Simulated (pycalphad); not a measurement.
CALPHAD calculation (pycalphad, COST 507 light-alloy database (1999)), 1 atm. The database dates from 1999; later assessments differ in places, in temperatures and in the compounds included. Amounts are mole fractions of atoms.

Q: Give the equilibrium state of Sn-6.98Si (at.%) at 1310 K.

A: 
```
T = 1310.00 K, P = 101325 Pa, N = 1 mol of atoms
G = -101089 J/mol, H = 38167 J/mol, S = 106.30 J/(mol K)  (SER reference)
chemical potentials (J/mol): Sn -105206, Si -46223
phase             fraction      x(Sn)      x(Si)
LIQUID              0.9688     0.9602     0.0398
DIAMOND_A4          0.0312   3.57e-07     1.0000
```

DIAMOND_A4 is diamond (Si).
